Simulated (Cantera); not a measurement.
Feed: 1 mol (CH3)2SiCl2, 0.05 mol C2H4, 2 mol H2, held at 1.40 mbar.

Cantera equilibrium calculation (NASA polynomials, part measured and part estimated; ideal gas, pure solids and liquids). Candidate condensed phases: C, C6H6, C7H8, C8H18, Si, SiC; 109 gas species. The feed counts by its element totals alone. Gases not in the tables: Si2H6 and higher silanes. Equilibrium is a limit: real reactors are often held back by kinetics, nucleation or transport.

Question: What share of the Si ends up in condensed phases as a function of T (K), at 1723, 1773, 1823, 1873, 1923, 1973, 2023, 2073, 2123, 2173, 2223, 2273, 2323, 2373?

Answer: 
| T (K) | Si condensed (%) | as |
|---|---|---|
| 1723 | 95.0 | SiC(s) |
| 1773 | 94.1 | SiC(s) |
| 1823 | 93.3 | SiC(s) |
| 1873 | 92.3 | SiC(s) |
| 1923 | 91.2 | SiC(s) |
| 1973 | 89.7 | SiC(s) |
| 2023 | 87.8 | SiC(s) |
| 2073 | 84.7 | SiC(s) |
| 2123 | 79.5 | SiC(s) |
| 2173 | 69.9 | SiC(s) |
| 2223 | 51.7 | SiC(s) |
| 2273 | 15.6 | SiC(s) |
| 2323 | 0.0 | - |
| 2373 | 0.0 | - |
